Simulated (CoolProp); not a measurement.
Model: reference Helmholtz-energy equation of state, Thol 2021, in CoolProp.

Question: For chlorine, give the phase and the density (kg/m³), cp (kJ/(kg K)), cv (kJ/(kg K)), speed of sound (m/s) at 88.15 °C and 5.45 MPa; 88.15 °C and 9.09 MPa; 88.15 °C and 10.9 MPa.

Answer: 
- 88.15 °C and 5.45 MPa: liquid; density 1180, cp 1.15, cv 0.486, speed of sound 559
- 88.15 °C and 9.09 MPa: liquid; density 1210, cp 1.09, cv 0.481, speed of sound 605
- 88.15 °C and 10.9 MPa: liquid; density 1220, cp 1.06, cv 0.480, speed of sound 625
